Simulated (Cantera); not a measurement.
An adiabatic, constant-volume homogeneous reactor starts with CH4 : O2 : N2 : H2O = 1 : 1.33 : 5.01 : 0.028 (molar parts), at 1048 K and 9750 Torr.

Computed with Cantera and GRI-Mech 3.0 (53 species, 325 reactions). The pressure lies above the range GRI-Mech 3.0 was tuned for (to about 10 atm).

x: mole fraction; the columns are a selection and need not sum to one.

| t (s) | T (K) | P (bar) | x CH4 | x O2 | x H | x CO2 | x NO | x CH3 |
|---|---|---|---|---|---|---|---|---|
| 1.00e-6 | 1048 | 13.0 | 0.136 | 0.181 | <1e-12 | <1e-12 | <1e-12 | 5.39e-10 |
| 3.88e-6 | 1048 | 13.0 | 0.136 | 0.181 | <1e-12 | <1e-12 | <1e-12 | ___ |
| 1.51e-5 | 1048 | 13.0 | 0.136 | 0.181 | <1e-12 | <1e-12 | <1e-12 | ___ |
| 5.84e-5 | 1048 | 13.0 | 0.136 | 0.181 | <1e-12 | <1e-12 | <1e-12 | ___ |
| 0.000227 | 1048 | 13.0 | 0.136 | 0.181 | 3.89e-12 | <1e-12 | <1e-12 | ___ |
| 0.000879 | 1048 | 13.0 | 0.136 | 0.181 | 2.95e-11 | 5.18e-11 | <1e-12 | ___ |
| 0.00341 | 1048 | 13.0 | 0.136 | 0.180 | 6.35e-11 | 9.08e-10 | <1e-12 | ___ |
| 0.0132 | 1049 | 13.0 | 0.136 | 0.180 | 3.19e-10 | 2.78e-8 | <1e-12 | ___ |
| 0.0514 | 2816 | 38.2 | 3.21e-10 | 7.94e-5 | 0.00382 | 0.0313 | 0.000651 | 2.75e-10 |
| 0.199 | 2816 | 38.2 | 3.21e-10 | 7.94e-5 | 0.00382 | 0.0313 | 0.000651 | 2.75e-10 |
| 0.773 | 2816 | 38.2 | 3.21e-10 | 7.94e-5 | 0.00382 | 0.0313 | 0.000651 | 2.75e-10 |
| 3.00 | 2816 | 38.2 | 3.21e-10 | 7.94e-5 | 0.00382 | 0.0313 | 0.000651 | 2.75e-10 |

Problem. What belongs in the gaps?

Solution. 
- 3.88e-6, x CH3: 2.10e-9
- 1.51e-5, x CH3: 8.28e-9
- 5.84e-5, x CH3: 3.41e-8
- 0.000227, x CH3: 1.64e-7
- 0.000879, x CH3: 7.45e-7
- 0.00341, x CH3: 1.09e-6
- 0.0132, x CH3: 1.89e-6
